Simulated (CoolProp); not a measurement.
Aqueous calcium chloride as a coolant, at 18 °C, 1 atm.

The numbers come from the Melinder's fits for secondary coolants in CoolProp.

```csv
mass %,freezing point (°C),density (kg/m³),Prandtl number,cp (kJ/(kg K)),conductivity (W/(m K))
5.7,-2.8,1046,7.93,3.844,0.589
8.3,-4.5,1070,8.19,3.698,0.586
11,-6.7,1096,8.54,3.550,0.583
13.7,-9.5,1121,9.02,3.406,0.579
16.3,-12.7,1146,9.64,3.275,0.576
19,-16.6,1172,10.5,3.149,0.573
21.7,-21.4,1198,11.6,3.037,0.569
24.3,-27.2,1223,13.0,2.943,0.566
27,-35.3,1250,15.0,2.856,0.562
```
